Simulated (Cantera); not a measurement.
An adiabatic, constant-pressure homogeneous reactor starts with 4.85 % CH4, 19.9 % O2, 75.3 % N2, at 1750 K and 338 Torr.

Detailed kinetics in Cantera: GRI-Mech 3.0 (53 species, 325 reactions).

Predict: time of steepest temperature rise; temperature at 2.00 s; equilibrium temperature; x(O2) at 2.00 s; x(CO2) at 2.00 s; x(H2O2) at 2.00 s.


```
Property                                                             Value
---------------------------------  ---------------------------------------
time of steepest temperature rise                                 0.308 ms
temperature at 2.00 s                                               2516 K
equilibrium temperature                                             2516 K
x(O2) at 2.00 s                      0.0918 (gas-phase equilibrium 0.0918)
x(CO2) at 2.00 s                     0.0399 (gas-phase equilibrium 0.0399)
x(H2O2) at 2.00 s                  1.26e-7 (gas-phase equilibrium 1.26e-7)
```
